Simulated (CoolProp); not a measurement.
Tetradecamethylhexasiloxane (MD4M) at 298.15 K and 11.2 MPa is throttled through a valve to 3.02 MPa with no heat exchange. Each further row changes one setting.

Computed with CoolProp (reference Helmholtz-energy equation of state, Thol 2019).

```json
[
 {"case": "as stated", "temperature change (K)": "+3.7", "final density (kg/m³)": "887"},
 {"case": "outlet pressure 0.906 MPa", "temperature change (K)": "…", "final density (kg/m³)": "…"},
 {"case": "outlet pressure 3.93 MPa", "temperature change (K)": "…", "final density (kg/m³)": "…"}
]
```

Q: Some entries are withheld; supply them.

A: 
- outlet pressure 0.906 MPa, temperature change (K): +4.6
- outlet pressure 0.906 MPa, final density (kg/m³): 883
- outlet pressure 3.93 MPa, temperature change (K): +3.3
- outlet pressure 3.93 MPa, final density (kg/m³): 888
